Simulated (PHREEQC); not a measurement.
Hard or scaling water (model solution)

A solution holds 0.024 mol CaCl2 and 0.0021 mol CO2 per kg of water, at 18 °C. Closed to the air; pH follows from the charge balance.

The numbers come from PHREEQC with the ion-association model, phreeqc.dat.

```json
{
 "pH": "4.50",
 "ionic_strength": "0.0720 mol/kgw",
 "specific_conductance": "4410 µS/cm",
 "density": "1.001 g/cm³"
}
```

```tsv
species	molality	activity	log γ
Cl-	0.0480	0.0380	-0.101
Ca+2	0.0240	0.0104	-0.364
CO2	0.00206	0.00210	0.007
H+	3.72e-5	3.12e-5	-0.076
HCO3-	3.33e-5	2.70e-5	-0.092
CaHCO3+	3.87e-6	3.15e-6	-0.089
(CO2)2	6.24e-8	6.35e-8	0.007
```

No solid was allowed to form.
